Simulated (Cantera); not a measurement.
## Ignition delay

Mixture: CH₃OH : O₂ : N₂ : CO₂ = 1 : 1.5 : 5.64 : 0.19 (molar parts), equivalence ratio 1.0, at 4.70 bar, adiabatic and at constant volume. Ignition delay is the time to a rise of 400 K.

Detailed kinetics in Cantera: GRI-Mech 3.0 (53 species, 325 reactions). GRI-Mech 3.0 was tuned for natural gas; its chemistry of methanol as a main component is partial and can be far from experiment.

```
T0 (K)  delay (ms)
------  ----------
1323         0.399
1398         0.155
1473        0.0680
1548        0.0331
1623        0.0175
```

| Quantity | Value |
|---|---|
| apparent activation energy between 1473 and 1623 K | 180 kJ/mol |
